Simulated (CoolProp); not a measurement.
Vapour-liquid equilibrium of R113 (1) + acetone (2) at 16.6 bar; x and y are mole fractions of (1).

Model: multi-fluid Helmholtz-energy mixture model, Marx 1992 and Lemmon 2006; pair parameters Bell 2016, in CoolProp.

| x | bubble temperature, mixture model (°C) | bubble temperature, Raoult's law (°C) | y, mixture model | y, Raoult's law |
|---|---|---|---|---|
| 0.05 | 168.0 | 169.8 | 0.071 | 0.052 |
| 0.125 | 165.5 | 169.7 | 0.166 | 0.129 |
| 0.2 | ___ | 169.5 | 0.248 | 0.206 |
| 0.275 | 162.1 | 169.4 | 0.322 | 0.282 |
| 0.35 | 161.0 | 169.2 | 0.389 | 0.359 |
| 0.425 | 160.3 | 169.0 | 0.451 | 0.434 |
| 0.5 | 159.9 | 168.9 | ___ | 0.509 |
| 0.575 | ___ | 168.7 | 0.571 | 0.584 |
| 0.65 | ___ | 168.5 | 0.632 | 0.659 |
| 0.725 | 160.7 | 168.4 | 0.695 | 0.733 |
| 0.8 | 161.8 | 168.2 | ___ | 0.806 |
| 0.875 | 163.4 | 168.0 | ___ | 0.879 |
| 0.95 | ___ | 167.9 | 0.931 | 0.952 |

Problem. What belongs in the gaps?

Solution. 
- 0.2, bubble temperature, mixture model (°C): 163.6
- 0.5, y, mixture model: 0.511
- 0.575, bubble temperature, mixture model (°C): 159.8
- 0.65, bubble temperature, mixture model (°C): 160.1
- 0.8, y, mixture model: 0.764
- 0.875, y, mixture model: 0.842
- 0.95, bubble temperature, mixture model (°C): 165.7

The largest gap from Raoult's law is -9.0 K in bubble temperature, at x = 0.5. y crosses x between x = 0.5 and 0.575: the model has an azeotrope there.

The pair parameters rest on a limited set of measurements; away from them the model extrapolates.
